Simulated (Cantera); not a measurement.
**SiH2Cl2 + N2 + H2 (silicon nitride deposition)**

Charge: 1 mol SiH2Cl2, 0.26 mol N2, 1.9 mol H2, held at 38.0 Pa.

These are equilibrium values from Cantera (NASA tables, ideal gas, pure condensed phases), not measurements of a reactor. Candidate condensed phases: NH4Cl, Si, Si3N4; 28 gas species. N2 is the only nitrogen source here; it is nearly inert below about 1500 K, so the nitride shown seldom forms there in practice. Mutual solubility and eutectic melting of coexisting phases are not modelled. The tables' values for SiCl3, SiCl, SiN are old estimates; treat these amounts as uncertain. Gases not in the tables: Si2H6 and higher silanes. Equilibrium is a limit: real reactors are often held back by kinetics, nucleation or transport.

From 500 °C to 1100 °C the condensed part is Si(s) + Si3N4(s). From 1250 °C to 1400 °C the condensed part is Si(s). At 1550 °C the condensed part is Si(l). From 1700 °C to 1850 °C nothing is condensed. The main Si-bearing gas is SiCl4 at 500 °C and Si at 1850 °C.

```tsv
T (°C)	x H2	x HCl	x SiCl2	x SiCl4	x Si	x H	x N2	x Cl	x SiCl3	x SiCl	x SiHCl3	n Si(s)	n Si3N4(s)	n Si(l)
500	0.845	0.00704	5.50e-5	0.137	<1e-12	4.28e-11	<1e-12	<1e-12	0.000228	<1e-12	0.0104	0.107	0.130	0
650	0.819	0.0408	0.00292	0.125	<1e-12	1.14e-8	1.02e-9	5.46e-10	0.00301	9.68e-12	0.00894	0.130	0.130	0
800	0.743	0.123	0.0398	0.0742	1.82e-11	6.20e-7	9.09e-7	9.30e-8	0.0136	5.92e-9	0.00548	0.132	0.130	0
950	0.663	0.186	0.127	0.0102	8.47e-9	1.26e-5	0.000151	3.03e-6	0.0127	4.95e-7	0.00112	0.0328	0.130	0
1100	0.646	0.186	0.154	0.000542	1.02e-6	0.000137	0.00808	3.28e-5	0.00425	1.10e-5	0.000119	0.0333	0.114	0
1250	0.612	0.169	0.153	3.79e-5	4.74e-5	0.000927	0.0625	0.000206	0.00139	0.000121	1.53e-5	0.355	0	0
1400	0.611	0.163	0.156	4.57e-6	0.00110	0.00457	0.0622	0.000950	0.000585	0.000868	3.08e-6	0.336	0	0
1550	0.587	0.169	0.146	8.71e-7	0.0116	0.0170	0.0610	0.00374	0.000287	0.00379	8.02e-7	0	0	0.309
1700	0.510	0.162	0.120	1.80e-7	0.0781	0.0494	0.0552	0.0117	0.000134	0.0117	2.09e-7	0	0	0
1850	0.393	0.206	0.0593	5.51e-8	0.117	0.115	0.0497	0.0445	5.82e-5	0.0128	5.15e-8	0	0	0
```
x: gas mole fraction; n: condensed amount in mol.
